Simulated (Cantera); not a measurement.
A closed system holds: 1 mol CaO, 45 mol HBr, 12 mol H2, at 1650 K and 3.20 mbar.

Equilibrium computed with Cantera from the NASA thermochemical tables; the gas is ideal and each condensed phase is pure. Candidate condensed phases: Br2, Ca, CaBr2, CaO, Ca(OH)2, H2O; 19 gas species. Kinetics and transport are ignored.

Base state: HBr 0.597, H2 0.255, Br 0.114, CaBr2 0.0165, H2O 0.0165, H 0.000811, Br2 0.000108 (mole fractions); condensed: gas only.

What changes in the equilibrium state with this change: H2 from 12 to 0.55 mol?


```
species    before     after
-------  --------  --------
HBr         0.597     0.659
Br          0.114     0.193
H2          0.255     0.108
CaBr2      0.0165    0.0198
H2O        0.0165    0.0198
Br2      0.000108  0.000312
H        0.000811  0.000527
```

What changes in the equilibrium state with this change: temperature from 1650 K to 723 K?


| species | before | after |
|---|---|---|
| HBr | 0.597 | 0.768 |
| H2 | 0.255 | 0.214 |
| H2O | 0.0165 | 0.0179 |
| Br | 0.114 | 1.06e-7 |
| CaBr2 | 0.0165 | <1e-9 |
| H | 0.000811 | <1e-9 |
| Br2 | 0.000108 | 8.79e-9 |
| CaBr2(s), mol | 0 | 1.00 |

What changes in the equilibrium state with this change: temperature from 1650 K to 1098.15 K?


```
species          before     after
-------------  --------  --------
HBr               0.597     0.765
H2                0.255     0.214
H2O              0.0165    0.0178
Br                0.114  0.000578
CaBr2            0.0165   0.00208
H              0.000811   2.03e-7
Br2            0.000108   3.95e-6
CaBr2(l), mol         0     0.883
```
